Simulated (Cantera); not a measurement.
Charge: 1 mol borazine, 1.7 mol O₂, 0.63 mol H₂, equilibrated at 2.80 mbar.

Cantera equilibrium calculation (NASA polynomials, part measured and part estimated; ideal gas, pure solids and liquids). Candidate condensed phases: B, BN, B₂O₃, B₃O₃H₃, H₂O; 39 gas species. The feed counts by its element totals alone. Mutual solubility and eutectic melting of coexisting phases are not modelled. Kinetics and transport are ignored.

log p: log10 of the partial pressure in bar; n: condensed amount in mol.

| T (K) | log p H₂ | log p N₂ | log p B₂O₃ | log p HBO | log p B₂O₂ | log p BO | log p HBO₂ | n BN(s) | n B₂O₃(l) |
|---|---|---|---|---|---|---|---|---|---|
| 1250 | -2.67 | -3.18 | -7.36 | -6.63 | -9.37 | -10.02 | -5.68 | 0.736 | 1.13 |
| 1350 | -2.67 | -3.18 | -6.15 | -5.74 | -7.74 | -8.51 | -5.17 | 0.738 | 1.12 |
| 1450 | -2.68 | -3.18 | -5.12 | -4.98 | -6.34 | -7.21 | -4.73 | 0.739 | 1.09 |
| 1550 | -2.70 | -3.19 | -4.23 | -4.32 | -5.13 | -6.09 | -4.37 | 0.722 | 0.941 |
| 1650 | -2.81 | -3.25 | -3.46 | -3.79 | -4.05 | -5.09 | -4.11 | ? | 0.00793 |
| 1750 | -2.85 | -3.22 | -3.63 | -3.58 | -3.69 | -4.52 | -4.41 | ? | 0 |
| 1850 | -2.88 | -3.21 | -3.85 | -3.50 | -3.57 | -4.10 | -4.64 | ? | 0 |

Task: Complete the blanks.

Result: 
- 1650, n BN(s): 0.537
- 1750, n BN(s): 0.229
- 1850, n BN(s): 0
